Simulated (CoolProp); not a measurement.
The fluid at 259.1 K and 5.6 MPa flows at 2.6 m/s in a round tube of 4.6 mm bore and 45 µm roughness, fully developed (64/Re and Nu = 3.66 if laminar; Colebrook and Gnielinski if turbulent). The same conditions are run with several fluids, on thermodynamics alone (safety and materials aside).

Model: reference Helmholtz-energy equation of state of each fluid (isobutane: Bücker 2006; n-nonane: Lemmon 2006; n-decane: Lemmon 2006; R410A: Lemmon 2003; m-xylene: Zhou 2012), in CoolProp. Blends and air are pseudo-pure fits.

Problem. Rank isobutane, n-nonane, n-decane, R410A, m-xylene by Reynolds number, highest first.

Solution. R410A (70900), isobutane (28800), m-xylene (10300), n-nonane (6850), n-decane (5040)

| fluid | Darcy friction factor | pressure drop (Pa/m) | heat-transfer coefficient (W/(m² K)) | mass flow (kg/h) |
|---|---|---|---|---|
| isobutane | 0.0396 | 17600 | 5950 | 93.8 |
| n-nonane | 0.0449 | 24700 | 2810 | 116 |
| n-decane | 0.0470 | 26300 | 2220 | 118 |
| R410A | 0.0385 | 35100 | 12300 | 193 |
| m-xylene | 0.0428 | 28200 | 3660 | 139 |

Transport values come from each fluid's own correlations.
